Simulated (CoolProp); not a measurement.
A simple Rankine cycle with R123: condensing at 322.15 K, boiler at 0.629 MPa, turbine inlet 403.4 K, turbine efficiency 0.8, pump efficiency 0.7, no recuperator. Each further row changes one setting.

Computed with CoolProp (reference Helmholtz-energy equation of state, Younglove 1994). It is a modified Benedict-Webb-Rubin equation, recast in Helmholtz form.

| case | thermal efficiency (%) | net work (kJ/kg) | heat in (kJ/kg) | turbine exit temperature (K) | volume ratio over the turbine |
|---|---|---|---|---|---|
| as stated | 7.8 | 17.0 | 218 | 374.5 | 3.02 |
| turbine inlet 423.4 K | 7.7 | ___ | 235 | 394.6 | 3.00 |
| condensing temperature 314.15 K | 9.2 | 20.9 | 226 | 368.6 | 3.87 |
| boiler pressure 0.44 MPa | 5.5 | 12.0 | ___ | 384.3 | 2.10 |
| turbine efficiency 0.7 | ___ | ___ | 218 | 377.3 | 3.05 |

Q: What belongs in the gaps?

A: 
- turbine inlet 423.4 K, net work (kJ/kg): 18.2
- boiler pressure 0.44 MPa, heat in (kJ/kg): 220
- turbine efficiency 0.7, thermal efficiency (%): 6.8
- turbine efficiency 0.7, net work (kJ/kg): 14.9
